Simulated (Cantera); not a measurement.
# Diamond growth

A diamond (100) surface in a fixed gas of H2 with x(CH4) = 0.0083, x(H) = 0.0035, x(CH3) = 0.0012, 0.100 bar; coverages are run to steady state.

Computed with Cantera and the Harris–Goodwin 1993 mechanism for the reconstructed diamond (100) surface.

```json
[
 {"T (K)": "900", "growth (µm/h)": "27.1", "θ c6HH": "0.514", "θ c6H*": "0.00776", "θ c6*H": "0.216", "θ c6**": "0.00297", "θ c6HM": "0.209"},
 {"T (K)": "975", "growth (µm/h)": "42.6", "θ c6HH": "0.492", "θ c6H*": "0.0128", "θ c6*H": "0.279", "θ c6**": "0.00584", "θ c6HM": "0.157"},
 {"T (K)": "1050", "growth (µm/h)": "58.2", "θ c6HH": "0.467", "θ c6H*": "0.0191", "θ c6*H": "0.341", "θ c6**": "0.0102", "θ c6HM": "0.113"},
 {"T (K)": "1125", "growth (µm/h)": "62.0", "θ c6HH": "0.446", "θ c6H*": "0.0271", "θ c6*H": "0.404", "θ c6**": "0.0166", "θ c6HM": "0.0678"},
 {"T (K)": "1200", "growth (µm/h)": "45.1", "θ c6HH": "0.426", "θ c6H*": "0.0363", "θ c6*H": "0.464", "θ c6**": "0.0251", "θ c6HM": "0.0275"},
 {"T (K)": "1275", "growth (µm/h)": "28.6", "θ c6HH": "0.397", "θ c6H*": "0.0453", "θ c6*H": "0.505", "θ c6**": "0.0344", "θ c6HM": "0.00791"},
 {"T (K)": "1350", "growth (µm/h)": "23.4", "θ c6HH": "0.367", "θ c6H*": "0.0535", "θ c6*H": "0.527", "θ c6**": "0.0438", "θ c6HM": "0.00204"}
]
```
θ: site fractions in the mechanism's names (c6HH fully hydrogenated, c6H* and c6*H radical sites, c6** diradical, c6HM methylated).
